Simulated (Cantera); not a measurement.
A perfectly stirred reactor is fed with 19.2 % CO, 7.11 % H₂, 15.5 % O₂, 58.2 % N₂, at 2.50 bar; it is adiabatic with a 398 K inlet, and is followed from long to short residence time, starting on the burning branch (τ in s: 0.098, 0.046, 0.021, 0.0098, 0.0046, 0.0021, 0.00098, 0.00046, 0.00021, 9.8e-05, 4.6e-05, 2.1e-05).

Detailed kinetics in Cantera: GRI-Mech 3.0 (53 species, 325 reactions). The hydrogen kinetics of GRI-Mech 3.0 are dated; newer H2 mechanisms differ, most at raised pressure.

x: mole fraction; the columns are a selection and need not sum to one.

```csv
τ (s),T (K),x CO,x H₂,x O₂,x N₂O,x OH
0.098,2350,0.0131,0.000862,0.0299,4.87e-7,0.00396
0.046,2346,0.0138,0.000910,0.0307,4.97e-7,0.00409
0.021,2336,0.0153,0.00101,0.0319,5.19e-7,0.00434
0.0098,2315,0.0181,0.00120,0.0336,5.57e-7,0.00474
0.0046,2278,0.0226,0.00154,0.0359,5.97e-7,0.00534
0.0021,2220,0.0292,0.00207,0.0392,6.14e-7,0.00611
0.00098,2145,0.0371,0.00276,0.0429,5.92e-7,0.00685
0.00046,2055,0.0460,0.00360,0.0470,5.46e-7,0.00740
0.00021,1944,0.0562,0.00458,0.0518,(withheld),0.00760
9.8e-5,1813,0.0680,0.00555,0.0577,(withheld),0.00719
4.6e-5,1639,0.0875,0.00654,0.0681,(withheld),0.00579
2.1e-5,398,0.192,0.0711,0.155,<1e-12,<1e-12
```

**Question.** Complete the blanks.

**Answer.** 
- 0.00021, x N₂O: 4.90e-7
- 9.8e-5, x N₂O: 4.37e-7
- 4.6e-5, x N₂O: 3.89e-7
